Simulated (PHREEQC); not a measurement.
Solution (25 °C): 0.035 mol H2S, 0.02 mol NaHCO3 and 0.00078 mol ZnCl2 per kg of water. Closed to the air; pH follows from the charge balance.

All values are PHREEQC results (ion-association model, wateq4f.dat), not measurements.

Precipitation was switched off in this run.

Task: Estimate the pH, ionic strength.

Result: pH 6.35; ionic strength 0.0199 mol/kgw.

Task: In which forms is Zn present?

Result: Zn(HS)2 90 %, Zn(HS)3- 10.0 % of the Zn.

Examples of supersaturated solids here: Sphalerite (slow to form). Others may be too. The polysulfide entries of wateq4f.dat were taken out for this run.
